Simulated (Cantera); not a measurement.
What does this Cantera script print?

```python
import numpy as np
import cantera as ct

gas_names = """
    C CH CH2 CH3 CH2OH CH3O CH4 CH3OH CN CO CO2 COOH C2 C2H CHCO,ketyl C2H2,acetylene C2H2,vinylidene
    CH2CO,ketene C2H3,vinyl CH3CN CH3CO,acetyl C2H4 C2H4O,ethylen CH3CHO,ethanal CH3COOH (HCOOH)2 C2H5
    C2H6 CH3OCH3 C2H5OH CCN CNC C2N2 C2O C3 C3H3,propargyl C3H4,allene C3H4,propyne C3H4,cyclo-
    C3H5,allyl C3H6,propylene C3H6,cyclo- C3H6O C3H7,n-propyl C3H7,i-propyl C3H8 C3H8O,1propanol
    C3H8O,2propanol C3O2 C4 C4H2 C4H4,1,3-cyclo- C4H6,butadiene C4H6,2-butyne C4H6,cyclo- C4H8,1-butene
    C4H8,cis2-buten C4H8,tr2-butene C4H8,isobutene C4H8,cyclo- (CH3COOH)2 C4H9,n-butyl C4H9,i-butyl
    C4H9,s-butyl C4H9,t-butyl C4H10,isobutane C4H10,n-butane C4N2 C5 C5H6,1,3cyclo- C5H8,cyclo-
    C5H10,1-pentene C5H10,cyclo- C5H11,pentyl C5H11,t-pentyl C5H12,n-pentane C5H12,i-pentane
    CH3C(CH3)2CH3 C6H2 C6H5,phenyl C6H5O,phenoxy C6H6 C6H5OH,phenol C6H10,cyclo- C6H12,1-hexene
    C6H12,cyclo- C6H13,n-hexyl C7H7,benzyl C7H8 C7H8O,cresol C7H14,1-heptene C7H15,n-heptyl
    C7H16,n-heptane C8H8,styrene C8H10,ethylbenz C8H16,1-octene C8H17,n-octyl C8H18,isooctane
    C8H18,n-octane C9H19,n-nonyl C10H8,naphthale C10H21,n-decyl C12H9,o-bipheny C12H10,bipheny H HCN HCO
    HCCN HNC HNCO HNO HNO2 HNO3 HO2 H2 HCHO,formaldehy HCOOH H2O H2O2 N NCO NH NH2 NH3 NH2OH NO NO2 NO3
    N2 N2H2 N2H4 N2O O OH O2 O3 Si SiC SiC2 SiC4H12 SiH SiH2 SiH3 SiH4 SiN SiO SiO2 Si2 Si2C Si2N Si3
""".split()
cond_names = """
    C(gr) C6H6(L) C7H8(L) C8H18(L),n-octa H2O(s) H2O(L) Si(cr) Si(L) SiC(b) SiO2(Lqz) SiO2(hqz) SiO2(L)
    Si2N2O(s) Si3N4(a)
""".split()


def load(file, names, dense=False):
    # The tables refer to 1 bar. Condensed volumes are neglected.
    table = {s.name: s for s in ct.Species.list_from_file(file)}
    out = []
    for n in names:
        d = dict(table[n].input_data)
        d["thermo"] = dict(d["thermo"], **{"reference-pressure": 1e5})
        if dense:
            d["equation-of-state"] = {"model": "constant-volume", "density": "1e6 g/cm^3"}
        out.append(ct.Species.from_dict(d))
    return out


gas = ct.Solution(thermo="ideal-gas", species=load("nasa_gas.yaml", gas_names))
cond = {s.name: ct.Solution(thermo="fixed-stoichiometry", species=[s], name=s.name)
        for s in load("nasa_condensed.yaml", cond_names, dense=True)}
atoms = {
    'TEOS': {'Si': 1, 'C': 8, 'H': 20, 'O': 4},
    'N2O': {'N': 2, 'O': 1},
    'H2': {'H': 2},
}
top_T = {'C(gr)': 4500, 'SiC(b)': 3050, 'Si2N2O(s)': 2100, 'Si3N4(a)': 2400}  # K; cautious upper limits of use, not melting points


def equilibrate(T, P, feed):
    n = {}
    for name, mol in feed.items():
        for a, k in atoms[name].items():
            n[a] = n.get(a, 0.0) + k * mol
    gas.TPX = T, P, n
    mass = sum(n.values()) * gas.mean_molecular_weight
    gas.equilibrate("TP")
    valid = [c for c in cond.values() if c.min_temp <= T <= top_T.get(c.name, c.max_temp)]
    mix = ct.Mixture([(gas, mass / gas.mean_molecular_weight)] + [(c, 0.0) for c in valid])
    mix.T, mix.P = T, P
    mix.equilibrate("TP", solver="vcs", rtol=1e-11, max_steps=5000)
    return mix


results = []
feed = {'TEOS': 1, 'N2O': 48, 'H2': 1}  # mol
T = 723.15  # K
P = 41000  # Pa
mix = equilibrate(T, P, feed)
results.append((T, P, feed, dict(zip(mix.species_names, mix.species_moles))))
x = sorted(zip(gas.X, gas.species_names), reverse=True)
print(f"T = {T:g} K  P = {P:g} Pa  gas = {mix.phase_moles(0):.4g} mol")
print("   x: " + "  ".join(f"{s} {v:.3e}" for v, s in x if v > 1e-06))
print("   condensed (mol): " + ("  ".join(f"{mix.phase(i).name} {mix.phase_moles(i):.4g}"
      for i in range(1, mix.n_phases) if mix.phase_moles(i) > 1e-12) or "none"))
```

It prints:

```
T = 723.15 K  P = 41000 Pa  gas = 78.5 mol
   x: N2 6.115e-01  O2 1.465e-01  H2O 1.401e-01  CO2 1.019e-01
   condensed (mol): SiO2(Lqz) 1
```

Cantera equilibrium calculation (NASA polynomials, part measured and part estimated; ideal gas, pure solids and liquids). The feed counts by its element totals alone.
